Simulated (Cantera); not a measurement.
Charge: 1 mol CH3OH, 3.3 mol CO2, 1.1 mol N2, equilibrated at 13.3 mbar.

Cantera equilibrium calculation (NASA polynomials, part measured and part estimated; ideal gas, pure solids and liquids). Candidate condensed phases: C, C6H6, C7H8, C8H18, H2O; 136 gas species. The numbers say what is thermodynamically allowed, not how fast it happens.

log p: log10 of the partial pressure in bar; nothing condenses.

| T (K) | log p CO | log p CO2 | log p H2O | log p N2 | log p H2 | log p H | log p OH |
|---|---|---|---|---|---|---|---|
| 1123 | -2.43 | -2.40 | -2.71 | -2.70 | -2.78 | -8.76 | -10.98 |
| 1198 | -2.41 | -2.41 | -2.68 | -2.70 | -2.82 | -8.13 | -10.10 |
| 1273 | -2.40 | -2.43 | -2.66 | -2.70 | -2.85 | -7.57 | -9.32 |
| 1348 | -2.39 | -2.44 | -2.64 | -2.70 | -2.88 | -7.08 | -8.63 |
| 1423 | -2.38 | -2.45 | -2.62 | -2.70 | -2.91 | -6.63 | -8.01 |
| 1498 | -2.37 | -2.46 | -2.61 | -2.70 | -2.94 | -6.23 | -7.45 |
| 1573 | -2.37 | -2.46 | -2.60 | -2.70 | -2.96 | -5.87 | -6.95 |
| 1648 | -2.36 | -2.47 | -2.59 | -2.70 | -2.98 | -5.54 | -6.50 |
| 1723 | -2.36 | -2.48 | -2.58 | -2.70 | -3.01 | -5.24 | -6.08 |
| 1798 | -2.35 | -2.48 | -2.58 | -2.70 | -3.03 | -4.97 | -5.70 |
| 1873 | -2.35 | -2.49 | -2.57 | -2.70 | -3.04 | … | … |
| 1948 | -2.35 | -2.49 | -2.57 | -2.70 | -3.06 | … | … |
| 2023 | -2.34 | -2.50 | -2.56 | -2.70 | -3.08 | -4.26 | -4.73 |
| 2098 | -2.34 | -2.50 | -2.56 | -2.71 | -3.10 | -4.06 | -4.45 |

**Question.** Fill in the missing entries.

**Answer.** 
- 1873, log p H: -4.71
- 1873, log p OH: -5.35
- 1948, log p H: -4.48
- 1948, log p OH: -5.03
